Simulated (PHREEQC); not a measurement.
0.11 g of hydrous ferric oxide (600 m²/g; 0.2 weak and 0.005 strong sites per Fe, Dzombak-Morel constants, diffuse double layer) in 1 kg of water with 0.005 mol/kgw of an inert sodium salt and 0.00052 mol Ag2SO4 and 9.5e-05 mol Na2SO4, at 25 °C; the pH is set by adding NaOH or the inert anion's acid. Oxygen is held at 0.21 atm. The system is closed to CO2. Nothing may precipitate in this run.

Base run: PHREEQC, ion-association model, wateq4f.dat. Each further column changes one thing. The table gives Ag sorbed (%).

```
pH   base  no electrostatic term (-no_edl)  background salt from 0.005 to 0.0005 mol/kgw  oxide from 0.11 to 0.55 g/kgw
---  ----  -------------------------------  --------------------------------------------  -----------------------------
4     0.0                              0.0                                           0.0                            0.0
4.5   0.0                              0.0                                           0.0                            0.1
5     0.1                              0.0                                           0.1                            0.7
5.5   0.3                              0.0                                           0.3                            1.9
6     0.6                              0.3                                           0.6                            2.8
6.5   0.7                              0.6                                           0.8                            3.8
7     1.3                              1.0                                           1.3                            6.4
7.5   2.9                              2.5                                           3.0                           13.5
8     6.6                              6.6                                           6.7                           27.7
8.5  12.5                             12.0                                          12.7                           47.6
9    18.3                             15.9                                          18.5                           67.3
9.5  21.6                             17.8                                          21.8                           82.0
10   22.9                             18.4                                          23.1                           90.9
```

In at least one series the solution becomes supersaturated in solids that the run did not let form, among them Ag2O.
